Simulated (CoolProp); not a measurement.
Vapour-liquid equilibrium of R13 (1) + n-butane (2) at 0.0405 MPa; x and y are mole fractions of (1).

The numbers come from the multi-fluid Helmholtz-energy mixture model, Platzer 1990 and Bücker 2006; pair parameters Bell 2016 in CoolProp. This equation is an older, rougher fit; its heat capacities, sound speeds and derivatives of the liquid may be far off and weren't checked against measurements.

**Question.** Give the bubble temperature and the first vapour's composition at x = 0.55, 0.65, 0.95. Is there an azeotrope?

**Answer.** x = 0.55: 181.6 K, y = 0.993; x = 0.65: 180.5 K, y = 0.995; x = 0.95: 176.9 K, y = 0.999. No azeotrope shows between x = 0.05 and 0.95.

The pair parameters rest on a limited set of measurements; away from them the model extrapolates. With so large a gap from Raoult's law the liquid may split in two, which this calculation doesn't test in full.
